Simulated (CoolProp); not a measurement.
A Linde-Hampson liquefier for normal hydrogen: isothermal reversible compression at 200 K from 1 atm to 20 MPa, throttling to 1 atm, return gas leaving the recuperator 10 K below the feed. Each further row changes one setting.

The numbers come from the reference Helmholtz-energy equation of state, Leachman 2009 in CoolProp.

```tsv
case	compression work (kJ/kg of gas)
as stated	4480
high pressure 40 MPa	5200
warm-end temperature 230 K	5150
warm-end gap 15 K	4480
```
